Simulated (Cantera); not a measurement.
An isothermal, constant-pressure homogeneous reactor starts with H2 : O2 = 0.011 : 1 (molar parts), equivalence ratio 0.0055, at 1398 K and 1.43 Torr.

Detailed kinetics in Cantera: GRI-Mech 3.0 (53 species, 325 reactions). Radical loss at walls, strong at low pressure, is not modelled.

### Question
Predict: x(H2) at 4.00 s; x(O2) at 4.00 s; x(H2O) at 4.00 s; x(OH) at 4.00 s; x(O) at 4.00 s; x(H) at 4.00 s; x(HO2) at 4.00 s.

### Answer
```
Item                                                 Value
----------------  ----------------------------------------
x(H2) at 4.00 s    3.86e-5 (gas-phase equilibrium 1.11e-7)
x(O2) at 4.00 s        0.980 (gas-phase equilibrium 0.989)
x(H2O) at 4.00 s     0.0101 (gas-phase equilibrium 0.0109)
x(OH) at 4.00 s    0.00131 (gas-phase equilibrium 7.05e-5)
x(O) at 4.00 s     0.00787 (gas-phase equilibrium 2.11e-5)
x(H) at 4.00 s    0.000255 (gas-phase equilibrium 3.64e-8)
x(HO2) at 4.00 s   5.91e-8 (gas-phase equilibrium 1.96e-8)
```
